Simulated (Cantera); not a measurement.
# Metals in furnace atmospheres: Al + H₂O + CO

Feed: 1 mol Al, 16 mol H₂O, 1.6 mol CO, held at 1248.15 K and 0.100 bar.

These are equilibrium values from Cantera (NASA tables, ideal gas, pure condensed phases), not measurements of a reactor. Candidate condensed phases: Al, Al₂O₃, C, C₆H₆, C₇H₈, C₈H₁₈, H₂O; 121 gas species. Kinetics and transport are ignored.

```json
{
  "x(H₂O)": "0.755",
  "x(H₂)": "0.154",
  "x(CO₂)": "0.0690",
  "x(CO)": "0.0219",
  "n(Al₂O₃(s))": "0.500 mol",
  "gas_amount": "17.60 mol",
  "log10 activity of C(graphite) (absent)": "-5.16",
  "log10 activity of Al(l) (absent)": "-16.58"
}
```
